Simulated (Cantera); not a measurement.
Input (Python, Cantera) and output of one run.

```python
import numpy as np
import cantera as ct

gas_names = """
    H HO2 H2 H2O H2O2 Mg MgH MgO MgOH MgO2H2 Mg2 O OH O2 O3
""".split()
cond_names = """
    H2O(s) H2O(L) Mg(cr) Mg(L) MgO(s) MgO(L) MgO2H2(s)
""".split()


# ... load() reads the species with a 1 bar reference pressure and builds the phases ...
atoms = {
    'MgO': {'Mg': 1, 'O': 1},
    'H2': {'H': 2},
}
top_T = {}  # K; cautious upper limits of use, not melting points


# ... equilibrate(T, P, feed) seeds the gas with the atoms and calls Mixture.equilibrate('TP', solver="vcs", rtol=1e-11, max_steps=5000) ...
results = []
feed = {'MgO': 1, 'H2': 0.12}  # mol
P = 13332.2  # Pa
for T in [1498, 1598, 1698, 1798, 1898, 1998, 2098, 2198]:
    mix = equilibrate(T, P, feed)
    results.append((T, P, feed, dict(zip(mix.species_names, mix.species_moles))))

top = {s: max(r[3][s] / sum(r[3][g] for g in gas_names) for r in results) for s in gas_names}
cols = sorted((s for s in top if top[s] > 1e-05), key=lambda s: -top[s])[:9]
seen = [c for c in cond_names if any(r[3].get(c, 0) > 1e-12 for r in results)]
print("log10 of partial pressures in bar; condensed amounts in mol")
print(f"{'T/K':>10s}" + "".join(f"{s[:9]:>10s}" for s in cols + seen))
for T, P, feed, n in results:
    ng = sum(n[g] for g in gas_names)
    print(f"{T:10.4g}" + "".join(f"{np.log10(max(n[s] / ng * P / 1e5, 1e-99)):10.3f}" for s in cols)
          + "".join(f"{n.get(c, 0):10.4g}" for c in seen))
```

Result:

```
log10 of partial pressures in bar; condensed amounts in mol
       T/K        H2       H2O        Mg         H      MgOH       MgH        OH    MgO(s)
      1498    -0.875    -4.947    -4.949    -5.202    -9.115    -7.373   -10.822         1
      1598    -0.875    -4.420    -4.422    -4.712    -8.196    -6.802    -9.666         1
      1698    -0.876    -3.957    -3.959    -4.278    -7.387    -6.300    -8.647    0.9999
      1798    -0.877    -3.547    -3.549    -3.892    -6.672    -5.856    -7.744    0.9997
      1898    -0.880    -3.182    -3.185    -3.547    -6.034    -5.462    -6.936    0.9994
      1998    -0.886    -2.857    -2.859    -3.238    -5.464    -5.112    -6.211    0.9987
      2098    -0.897    -2.567    -2.569    -2.960    -4.953    -4.801    -5.556    0.9975
      2198    -0.915    -2.309    -2.310    -2.712    -4.494    -4.529    -4.962    0.9953
```

Equilibrium computed with Cantera from the NASA thermochemical tables; the gas is ideal and each condensed phase is pure. The tables' values for MgH are old estimates; treat these amounts as uncertain.
